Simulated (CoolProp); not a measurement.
Dimethyl ether at 203.15 K and 0.0057 MPa is throttled through a valve to 0.00101 MPa with no heat exchange. Each further row changes one setting.

Computed with CoolProp (reference Helmholtz-energy equation of state, Wu 2011).

```
case                          temperature change (K)  final density (kg/m³)
----------------------------  ----------------------  ---------------------
as stated                                       -0.5                 0.0276
outlet pressure 0.000303 MPa                    -0.5             (withheld)
outlet pressure 0.00131 MPa               (withheld)             (withheld)
```

**Question.** Some entries are withheld; supply them.

**Answer.** 
- outlet pressure 0.000303 MPa, final density (kg/m³): 0.00829
- outlet pressure 0.00131 MPa, temperature change (K): -0.4
- outlet pressure 0.00131 MPa, final density (kg/m³): 0.0358
